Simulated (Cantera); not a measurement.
An isothermal, constant-pressure homogeneous reactor starts with CH4 : H2O : H2 = 1 : 3.7 : 1.1 (molar parts), at 1548 K and 90.0 Torr.

Model: GRI-Mech 3.0 (53 species, 325 reactions), integrated in Cantera.

Predict: x(CH4) at 9.00 s; x(H2O) at 9.00 s; x(H2) at 9.00 s; x(H) at 9.00 s; x(CH2CO) at 9.00 s; x(CO2) at 9.00 s.


```
Item                                                  Value
------------------  ---------------------------------------
x(CH4) at 9.00 s     0.0205 (gas-phase equilibrium 1.91e-9)
x(H2O) at 9.00 s        0.429 (gas-phase equilibrium 0.324)
x(H2) at 9.00 s         0.455 (gas-phase equilibrium 0.548)
x(H) at 9.00 s      5.99e-5 (gas-phase equilibrium 6.63e-5)
x(CH2CO) at 9.00 s   1.31e-5 (gas-phase equilibrium <1e-12)
x(CO2) at 9.00 s      0.0175 (gas-phase equilibrium 0.0224)
```
